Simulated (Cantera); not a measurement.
An isothermal, constant-pressure homogeneous reactor starts with 21.3 % H2, 78.7 % O2, equivalence ratio 0.14, at 1425 K and 0.0132 atm.

Computed with Cantera and the H2/O2 subset of GRI-Mech 3.0, which has no nitrogen chemistry. Radical loss at walls, strong at low pressure, is not modelled. The temperature is held fixed by assumption; the heat of reaction is taken as removed at once.

x: mole fraction; the columns are a selection and need not sum to one.

```csv
t (s),x H2,x O2,x H,x OH,x H2O2,x HO2
3.00e-6,0.213,0.787,1.56e-8,9.87e-10,2.28e-12,1.65e-8
1.54e-5,0.213,0.787,7.32e-8,1.95e-8,6.00e-11,8.48e-8
7.94e-5,0.213,0.787,8.81e-7,4.71e-7,[?],4.35e-7
0.000408,0.180,0.768,0.0130,0.00710,[?],2.68e-6
0.00210,0.0109,0.657,0.0572,0.0192,2.01e-7,5.30e-6
0.0108,0.00817,0.690,0.0332,0.0170,2.16e-7,5.62e-6
0.0556,0.00166,0.748,0.00261,0.00794,[?],3.89e-6
0.286,7.74e-5,0.761,2.57e-5,0.00173,[?],5.13e-7
1.47,5.96e-6,0.762,5.51e-7,0.000482,[?],1.24e-7
7.56,1.62e-6,0.762,7.84e-8,0.000252,3.19e-9,1.50e-7
38.9,1.56e-6,0.762,7.44e-8,0.000247,3.15e-9,1.52e-7
200,1.56e-6,0.762,7.44e-8,0.000247,3.15e-9,1.52e-7
```

What belongs in the gaps?


- 7.94e-5, x H2O2: 1.54e-9
- 0.000408, x H2O2: 5.01e-8
- 0.0556, x H2O2: 1.45e-7
- 0.286, x H2O2: 3.15e-8
- 1.47, x H2O2: 6.35e-9
